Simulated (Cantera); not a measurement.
Feed: 1 mol Si3N4, 2 mol N2O, 2.3 mol N2, equilibrated at 0.133 bar.

Cantera equilibrium calculation (NASA polynomials, part measured and part estimated; ideal gas, pure solids and liquids). Candidate condensed phases: Si, SiO2, Si2N2O, Si3N4; 16 gas species. Mutual solubility and eutectic melting of coexisting phases are not modelled. The tables hold silica as quartz up to 1696 K and as liquid above; real silica turns to tridymite and cristobalite and melts near 1996 K. The numbers say what is thermodynamically allowed, not how fast it happens. All values below are at 1473 K.

Base state: N2 1.000, SiO 1.56e-5 (mole fractions); condensed: SiO2(β-quartz) + Si2N2O(s).

Question: What changes in the equilibrium state with this change: pressure from 0.133 bar to 0.000550 bar?

Answer: 
```csv
species,before,after
N2,1.000,0.976
SiO,1.56e-5,0.0238
"SiO2(β-quartz), mol",0.333,0.293
"Si2N2O(s), mol",1.33,1.29
```
